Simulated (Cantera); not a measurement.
Input: 1 mol NH3, 9.6 mol H2, 7 mol O2, equilibrated at 1175 K and 1.00 bar.

Method: chemical equilibrium by Gibbs-energy minimisation in Cantera with the NASA 1993 tables (ideal gas, pure condensed phases). Candidate condensed phases: H2O; 24 gas species. The numbers say what is thermodynamically allowed, not how fast it happens.

Base state: H2O 0.851, O2 0.111, N2 0.0383, NO 2.58e-5 (mole fractions); condensed: gas only.

Problem. What changes in the equilibrium state with this change: temperature from 1175 K to 2475 K?

Solution. 
| species | before | after |
|---|---|---|
| H2O | 0.851 | 0.805 |
| O2 | 0.111 | 0.105 |
| N2 | 0.0383 | 0.0359 |
| OH | 5.26e-6 | 0.0318 |
| H2 | 1.91e-8 | 0.0131 |
| H | <1e-9 | 0.00257 |
| O | 4.87e-9 | 0.00414 |
| HO2 | 1.83e-8 | 2.26e-5 |
| NO | 2.58e-5 | 0.00331 |

Problem. What changes in the equilibrium state with this change: temperature from 1175 K to 2825 K?

Solution. 
```
species   before    after
-------  -------  -------
H2O        0.851    0.690
O2         0.111    0.102
OH       5.26e-6   0.0779
H2       1.91e-8   0.0517
H          <1e-9   0.0203
O        4.87e-9   0.0192
N2        0.0383   0.0329
HO2      1.83e-8  4.65e-5
NO       2.58e-5  0.00544
```

Problem. What changes in the equilibrium state with this change: temperature from 1175 K to 2373.15 K?

Solution. 
| species | before | after |
|---|---|---|
| H2O | 0.851 | 0.821 |
| O2 | 0.111 | 0.106 |
| N2 | 0.0383 | 0.0365 |
| OH | 5.26e-6 | 0.0230 |
| H2 | 1.91e-8 | 0.00786 |
| H | <1e-9 | 0.00124 |
| O | 4.87e-9 | 0.00244 |
